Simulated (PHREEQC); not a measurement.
Make-up at 25 °C: 0.07 mol CuCl2, 0.012 mol H2SO4 and 0.32 mol FeCl3 per kg of water. Closed to the air; pH follows from the charge balance.

Computed with PHREEQC (ion-association model, phreeqc.dat).

| quantity | before | after |
|---|---|---|
| pH | 1.68 | 2.03 |
| ionic strength (mol/kgw) | 1.05 | 0.166 |
| Cl- (mol/kgw) | 0.711 | 0.0967 |
| FeCl2+ (mol/kgw) | 0.0900 | 0.00134 |
| Cu+2 (mol/kgw) | 0.0485 | 0.00639 |
| SI of Fe(OH)3(a) (Fe(OH)3) | -2.50 | -1.64 |
| SI of Goethite (FeOOH) | +3.40 | +4.25 |

Name the change that produced these shifts.
(A) diluted 10-fold with water
(B) H2SO4 left out
(C) H2SO4 from 0.012 to 0.024 mol/kgw
(D) 0.0033 mol/kgw NaHCO3 added
(E) diluted 2-fold with water

A, diluted 10-fold with water

Precipitation was switched off in this run. The ionic strength passes 0.7 mol/kgw, the rough limit of the ion-association models, in before. Some of these states are supersaturated (in Hematite (slow to form), Goethite (slow to form), for instance).
